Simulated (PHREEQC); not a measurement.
Model water analysis in mg/L, 90 °C, pH 5.89, pe 11.2: Na 2.61; K 0.542; Ca 0.505; Mg 0.637; Cl 1.24; S(6) as SO4 0.659; Alkalinity as HCO3 9.66; Pb 0.0408; N(5) as NO3 0.00142.

Valence states are taken as typed.

Computed with PHREEQC (ion-association model, phreeqc.dat).

The ionic strength is 0.000252 mol/kgw and the activity of water comes out as 0.985. The charge-balance error comes out as -0.4 %.

| species | molality | activity | log γ |
|---|---|---|---|
| O2 | 0.893 | 0.893 | 0.000 |
| CO2 | 0.000487 | 0.000487 | 0.000 |
| HCO3- | 0.000159 | 0.000156 | -0.009 |
| Na+ | 0.000113 | 0.000111 | -0.009 |
| Cl- | 3.50e-5 | 3.42e-5 | -0.009 |
| Mg+2 | 2.60e-5 | 2.39e-5 | -0.036 |
| K+ | 1.39e-5 | 1.36e-5 | -0.009 |
| Ca+2 | 1.25e-5 | 1.15e-5 | -0.036 |

Precipitation was switched off in this run. Species that the database lacks are ignored. Constants without temperature data keep their 25 °C values here.
